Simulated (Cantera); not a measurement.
An adiabatic, constant-volume homogeneous reactor starts with 4.75 % CO, 3.27 % H₂, 1.14 % CH₄, 8.26 % O₂, 82.6 % N₂, at 1075 K and 18.8 atm.

Computed with Cantera and GRI-Mech 3.0 (53 species, 325 reactions). The pressure lies above the range GRI-Mech 3.0 was tuned for (to about 10 atm).

Question: Predict: time of steepest temperature rise; temperature at 0.600 s; equilibrium temperature; x(CO) at 0.600 s; x(H₂) at 0.600 s; x(H) at 0.600 s.

Answer: 
```json
{
 "time_of_steepest_temperature_rise": "2.00 ms",
 "temperature at 0.600 s": "2148 K",
 "equilibrium_temperature": "2148 K",
 "x(CO) at 0.600 s": "0.000310 (gas-phase equilibrium 0.000310)",
 "x(H₂) at 0.600 s": "5.73e-5 (gas-phase equilibrium 5.73e-5)",
 "x(H) at 0.600 s": "5.27e-6 (gas-phase equilibrium 5.27e-6)"
}
```
